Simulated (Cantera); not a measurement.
A Cantera script and its output.

```python
import numpy as np
import cantera as ct

surf = ct.Interface("ptcombust.yaml", "Pt_surf")
gas = surf.adjacent["gas"]
gas.TPX = 725, 48000, {'H2': 0.022, 'O2': 0.12, 'N2': 0.79}
surf.TP = 725, 48000
reactor = ct.FlowReactor(gas, clone=False)
reactor.area = 0.0001  # m2
reactor.surface_area_to_volume_ratio = 160  # 1/m
reactor.mass_flow_rate = 0.87 * reactor.area * gas.density  # inlet velocity 0.87 m/s
reactor.energy_enabled = False
wall = ct.ReactorSurface(surf, reactor, clone=False)
net = ct.ReactorNet([reactor])
net.rtol, net.atol = 1e-8, 1e-16
show, cover = ['H2', 'O2', 'H2O'], ['PT(S)', 'H(S)', 'O(S)', 'OH(S)', 'CO(S)', 'C(S)']

rows = []
print(f"{'z/m':>9s}{'u/(m/s)':>9s}" + "".join(f"{s:>13s}" for s in show + cover))
for z in [0.00026, 0.00043, 0.00072, 0.0012, 0.002, 0.0033, 0.0056, 0.0093, 0.015, 0.026]:
    net.advance(z)
    rows.append([reactor.speed, *gas[show].X, *surf[cover].coverages])
    print(f"{z:9.4g}{rows[-1][0]:9.3g}" + "".join(f"{x:13.4e}" for x in rows[-1][1:]))
```

Output:

```
      z/m  u/(m/s)           H2           O2          H2O        PT(S)         H(S)         O(S)        OH(S)        CO(S)         C(S)
  0.00026    0.866   1.5473e-02   1.2517e-01   8.2297e-03   2.2620e-01   1.0403e-07   7.6785e-01   5.9387e-03  -1.9270e-25   2.1706e-28
  0.00043    0.865   1.2574e-02   1.2389e-01   1.1163e-02   1.8581e-01   7.1621e-08   8.0842e-01   5.7688e-03   2.1576e-24  -1.0733e-28
  0.00072    0.864   9.4940e-03   1.2253e-01   1.4280e-02   1.4207e-01   4.3843e-08   8.5250e-01   5.4196e-03   5.6725e-25  -3.2028e-28
   0.0012    0.863   6.7225e-03   1.2131e-01   1.7084e-02   1.0215e-01   2.4460e-08   8.9295e-01   4.8922e-03  -2.1161e-27   1.2994e-29
    0.002    0.862   4.4894e-03   1.2033e-01   1.9344e-02   6.9962e-02   1.2731e-08   9.2578e-01   4.2512e-03  -3.4659e-25   6.1317e-28
   0.0033    0.861   2.8735e-03   1.1962e-01   2.0979e-02   4.7316e-02   6.5415e-09   9.4906e-01   3.6174e-03  -1.5871e-27  -1.2701e-29
   0.0056     0.86   1.6882e-03   1.1909e-01   2.2179e-02   3.1994e-02   3.3523e-09   9.6496e-01   3.0465e-03  -1.2763e-27  -6.2237e-30
   0.0093     0.86   9.2425e-04   1.1876e-01   2.2952e-02   2.3465e-02   1.9488e-09   9.7389e-01   2.6472e-03   1.9679e-26   1.5526e-29
    0.015     0.86   4.5089e-04   1.1855e-01   2.3431e-02   1.9021e-02   1.3306e-09   9.7857e-01   2.4036e-03  -1.9235e-26  -1.3120e-29
    0.026     0.86   1.4102e-04   1.1841e-01   2.3744e-02   1.6527e-02   1.0195e-09   9.8122e-01   2.2524e-03  -3.2737e-28  -1.3213e-32
```

Cantera simulation using Deutschmann's 1995 Pt surface mechanism with GRI-Mech 3.0 gas chemistry; the numbers are that mechanism's predictions, not measurements. Catalytic surfaces can have several steady states; this one follows from the mechanism file's or the stated starting coverage. Mass transfer to the wall is taken as infinitely fast.
